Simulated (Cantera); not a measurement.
Feed: 1 mol AlBr₃, 21 mol N₂O, 490 mol N₂, 2.6 mol H₂O, held at 2025 K and 1.33 mbar.

Method: chemical equilibrium by Gibbs-energy minimisation in Cantera with the NASA 1993 tables (ideal gas, pure condensed phases). Kinetics and transport are ignored.

```tsv
species	before	after
N₂	0.967	0.971
O₂	0.0159	0.0185
Br	0.00561	0.00550
O	0.00279	2.29e-6
H	0.000867	4.90e-8
H₂	0.000271	2.89e-7
OH	0.00120	1.47e-5
NO	0.00250	0.000204
HBr	7.61e-5	0.000191
H₂O	0.00358	0.00484
Al₂O₃(s), mol	0.500	0.500
```
Gas species are given as mole fractions.

### Question
Name the change that produced these shifts.
(A) temperature from 2025 K to 1373 K
(B) temperature from 2025 K to 1873 K
(C) N₂O from 21 to 0.78 mol
(D) H₂O from 2.6 to 5.7 mol

### Answer
A, temperature from 2025 K to 1373 K
